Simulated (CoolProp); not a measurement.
Vapour-liquid equilibrium of p-xylene (1) + n-decane (2) at 1.12 MPa; x and y are mole fractions of (1).

Model: multi-fluid Helmholtz-energy mixture model, Zhou 2012 and Lemmon 2006; pair parameters Bell 2016, in CoolProp.

```json
[
 {"x": "0.05", "bubble temperature (K)": "570.3", "y at the bubble point": "0.070", "dew temperature at overall composition x (K)": "[?]", "liquid density (mol/L)": "3.250"},
 {"x": "0.125", "bubble temperature (K)": "566.6", "y at the bubble point": "0.171", "dew temperature at overall composition x (K)": "568.3", "liquid density (mol/L)": "3.394"},
 {"x": "0.2", "bubble temperature (K)": "563.0", "y at the bubble point": "0.268", "dew temperature at overall composition x (K)": "565.5", "liquid density (mol/L)": "3.544"},
 {"x": "0.275", "bubble temperature (K)": "559.5", "y at the bubble point": "0.359", "dew temperature at overall composition x (K)": "562.7", "liquid density (mol/L)": "3.700"},
 {"x": "0.35", "bubble temperature (K)": "[?]", "y at the bubble point": "0.445", "dew temperature at overall composition x (K)": "559.9", "liquid density (mol/L)": "3.864"},
 {"x": "0.425", "bubble temperature (K)": "552.9", "y at the bubble point": "[?]", "dew temperature at overall composition x (K)": "556.9", "liquid density (mol/L)": "4.036"},
 {"x": "0.5", "bubble temperature (K)": "549.7", "y at the bubble point": "0.601", "dew temperature at overall composition x (K)": "553.9", "liquid density (mol/L)": "4.217"},
 {"x": "0.575", "bubble temperature (K)": "546.6", "y at the bubble point": "[?]", "dew temperature at overall composition x (K)": "550.8", "liquid density (mol/L)": "4.407"},
 {"x": "0.65", "bubble temperature (K)": "543.7", "y at the bubble point": "0.739", "dew temperature at overall composition x (K)": "547.6", "liquid density (mol/L)": "4.610"},
 {"x": "0.725", "bubble temperature (K)": "540.8", "y at the bubble point": "0.802", "dew temperature at overall composition x (K)": "544.3", "liquid density (mol/L)": "4.824"},
 {"x": "0.8", "bubble temperature (K)": "538.1", "y at the bubble point": "0.861", "dew temperature at overall composition x (K)": "540.9", "liquid density (mol/L)": "5.053"},
 {"x": "0.875", "bubble temperature (K)": "535.4", "y at the bubble point": "0.916", "dew temperature at overall composition x (K)": "537.4", "liquid density (mol/L)": "5.297"},
 {"x": "0.95", "bubble temperature (K)": "532.8", "y at the bubble point": "0.967", "dew temperature at overall composition x (K)": "533.7", "liquid density (mol/L)": "5.559"}
]
```

Question: What belongs in the gaps?

Answer: 
- 0.05, dew temperature at overall composition x (K): 571.0
- 0.35, bubble temperature (K): 556.1
- 0.425, y at the bubble point: 0.526
- 0.575, y at the bubble point: 0.673

No azeotrope shows between x = 0.05 and 0.95.

Pair parameters are fitted to limited data, so mixtures are less certain than the pure fluids.
